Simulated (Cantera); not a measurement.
An adiabatic, constant-pressure homogeneous reactor starts with 33.5 % H2, 14.0 % O2, 52.6 % N2, equivalence ratio 1.2, at 1050 K and 7500 Torr.

Cantera simulation using GRI-Mech 3.0 (53 species, 325 reactions); the numbers are that mechanism's predictions, not measurements. The hydrogen kinetics of GRI-Mech 3.0 are dated; newer H2 mechanisms differ, most at raised pressure.

x: mole fraction; the columns are a selection and need not sum to one.

```csv
t (s),T (K),x H2,x O2,x N2O,x H2O2,x NO,x OH,x HO2
4.00e-6,1050,0.335,0.140,<1e-12,1.01e-10,<1e-12,6.73e-12,?
1.02e-5,1050,0.335,0.140,<1e-12,6.78e-10,<1e-12,7.22e-12,?
2.61e-5,1050,0.335,0.140,<1e-12,4.47e-9,<1e-12,8.78e-12,?
6.66e-5,1050,0.335,0.140,<1e-12,2.92e-8,<1e-12,1.46e-11,?
0.000170,1050,0.335,0.140,<1e-12,1.97e-7,<1e-12,4.31e-11,?
0.000434,1050,0.335,0.140,2.21e-12,1.77e-6,<1e-12,2.77e-10,?
0.00111,1051,0.335,0.140,4.65e-11,4.46e-5,<1e-12,6.02e-9,?
0.00283,2865,0.0710,0.00144,4.20e-7,5.09e-7,0.00233,0.0110,2.41e-6
0.00722,2863,0.0713,0.00140,4.45e-7,4.99e-7,0.00287,0.0109,2.35e-6
0.0184,2863,0.0713,0.00140,4.45e-7,4.99e-7,0.00287,0.0109,2.35e-6
0.0471,2863,0.0713,0.00140,4.45e-7,4.99e-7,0.00287,0.0109,2.35e-6
0.120,2863,0.0713,0.00140,4.45e-7,4.99e-7,0.00287,0.0109,2.35e-6
0.307,2863,0.0713,0.00140,4.45e-7,4.99e-7,0.00287,0.0109,2.35e-6
0.783,2863,0.0713,0.00140,4.45e-7,4.99e-7,0.00287,0.0109,2.35e-6
2.00,2863,0.0713,0.00140,4.45e-7,4.99e-7,0.00287,0.0109,2.35e-6
```

### Question
Some entries are withheld; supply them.

### Answer

- 4.00e-6, x HO2: 1.13e-8
- 1.02e-5, x HO2: 2.93e-8
- 2.61e-5, x HO2: 7.63e-8
- 6.66e-5, x HO2: 2.04e-7
- 0.000170, x HO2: 6.19e-7
- 0.000434, x HO2: 3.02e-6
- 0.00111, x HO2: 2.72e-5
